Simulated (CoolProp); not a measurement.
A Linde-Hampson liquefier for ethane: isothermal reversible compression at 320 K from 1 atm to 25 MPa, throttling to 1 atm, return gas leaving the recuperator 0 K below the feed. Each further row changes one setting.

Values from CoolProp's reference Helmholtz-energy equation of state, Bücker 2006.

```csv
case,liquid yield per pass,compression work (kJ/kg of gas)
as stated,___,378
high pressure 50 MPa,___,___
warm-end temperature 350 K,___,___
warm-end gap 5 K,___,378
```

Q: Some entries are withheld; supply them.

A: 
- as stated, liquid yield per pass: 0.467
- high pressure 50 MPa, liquid yield per pass: 0.451
- high pressure 50 MPa, compression work (kJ/kg of gas): 436
- warm-end temperature 350 K, liquid yield per pass: 0.390
- warm-end temperature 350 K, compression work (kJ/kg of gas): 443
- warm-end gap 5 K, liquid yield per pass: 0.460
